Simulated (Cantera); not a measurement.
## Ammonia decomposition in nitride growth gas

An isothermal, constant-pressure homogeneous reactor starts with NH₃ : N₂ = 1 : 1.2 (molar parts), at 2150 K and 10.00 Torr.

Detailed kinetics in Cantera: the gas-phase N/H chemistry of the illustrative SiF4/NH3 mechanism in the Surface Chemkin manual (1991). Walls and surfaces, which speed up NH3 decomposition in real reactors, are not modelled.

```tsv
t (s)	x NH₃	x H₂	x NH	x H	x N	x N₂H₄	x NH₂
0.000200	0.454	5.71e-5	6.40e-8	1.60e-6	4.50e-11	2.60e-11	0.000115
0.000502	0.454	0.000147	5.49e-7	1.66e-6	8.75e-10	1.68e-10	0.000291
0.00126	0.454	0.000399	3.69e-6	2.12e-6	1.04e-8	1.04e-9	0.000723
0.00317	0.452	0.00148	1.39e-5	5.53e-6	5.85e-8	5.60e-9	0.00167
0.00795	0.445	0.00774	2.86e-5	2.16e-5	3.11e-7	1.30e-8	0.00255
0.0200	0.426	0.0278	3.70e-5	5.74e-5	1.00e-6	1.11e-8	0.00235
0.0501	0.381	0.0739	4.43e-5	0.000130	2.30e-6	7.60e-9	0.00195
0.126	0.293	0.165	4.67e-5	0.000279	3.71e-6	4.39e-9	0.00148
0.316	0.164	0.298	4.04e-5	0.000562	4.46e-6	1.75e-9	0.000935
0.793	0.0499	0.416	2.57e-5	0.00108	4.31e-6	3.08e-10	0.000393
1.99	0.00391	0.463	1.02e-5	0.00264	3.91e-6	9.17e-12	6.78e-5
5.00	6.25e-6	0.459	4.40e-7	0.0135	8.74e-7	<1e-12	5.60e-7
```
x: mole fraction; the columns are a selection and need not sum to one.

Equilibrium at this temperature and pressure: NH₃ 4.65e-8, H₂ 0.451, NH 1.14e-8, H 0.0247, N 4.23e-8, N₂H₄ <1e-12, NH₂ 7.77e-9 (gas phase only).
